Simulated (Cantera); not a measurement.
An adiabatic, constant-volume homogeneous reactor starts with CH4 : C2H6 : O2 : N2 = 1 : 0.07 : 2.55 : 9.59 (molar parts), equivalence ratio 0.88, at 1025 K and 1.38 atm. Integrator tolerance rtol = 1e-08.

Model: GRI-Mech 3.0 (53 species, 325 reactions), integrated in Cantera.

```
quantity                                                          before                                  after
---------------------------------  -------------------------------------  -------------------------------------
time of steepest temperature rise                                66.0 ms                                1.16 ms
temperature at 0.300 s                                            2744 K                                 2846 K
equilibrium temperature                                           2744 K                                 2846 K
x(CH4) at 0.300 s                  <1e-12 (gas-phase equilibrium <1e-12)  <1e-12 (gas-phase equilibrium <1e-12)
x(C2H6) at 0.300 s                 <1e-12 (gas-phase equilibrium <1e-12)  <1e-12 (gas-phase equilibrium <1e-12)
x(O2) at 0.300 s                   0.0272 (gas-phase equilibrium 0.0272)  0.0300 (gas-phase equilibrium 0.0300)
x(CO) at 0.300 s                   0.0228 (gas-phase equilibrium 0.0228)  0.0314 (gas-phase equilibrium 0.0314)
x(CH3) at 0.300 s                  <1e-12 (gas-phase equilibrium <1e-12)  <1e-12 (gas-phase equilibrium <1e-12)
x(CH2CO) at 0.300 s                <1e-12 (gas-phase equilibrium <1e-12)  <1e-12 (gas-phase equilibrium <1e-12)
```

Task: Which change was made?
(A) initial temperature 1025 to 1350 K
(B) constant pressure in place of constant volume
(C) initial temperature 1025 to 1325 K
(D) initial temperature 1025 to 1200 K

Result: A, initial temperature 1025 to 1350 K
